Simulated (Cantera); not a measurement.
Charge: 1 mol SiO2, 0.48 mol CH4, 0.1 mol H2, held at 2275 °C.

Method: chemical equilibrium by Gibbs-energy minimisation in Cantera with the NASA 1993 tables (ideal gas, pure condensed phases). Candidate condensed phases: C, C6H6, C7H8, C8H18, H2O, Si, SiC, SiO2; 123 gas species. The tables hold silica as quartz up to 1696 K and as liquid above; real silica turns to tridymite and cristobalite and melts near 1996 K. Gases not in the tables: Si(OH)4, Si2H6 and higher silanes. Kinetics and transport are ignored.

Question: Which condensed phases are stable at each of these points (P (Pa)): 10, 100, 1000, 10000, 100000, 1000000?

Answer: 
```
P (Pa)   condensed phases  Si condensed (%)
-------  ----------------  ----------------
10               gas only               0.0
100              gas only               0.0
1000             gas only               0.0
10000            gas only               0.0
100000            SiO2(l)              34.4
1000000           SiO2(l)              49.6
```

From 10.0 Pa to 0.100 bar nothing is condensed. From 1.00 bar to 10.0 bar the condensed part is SiO2(l).
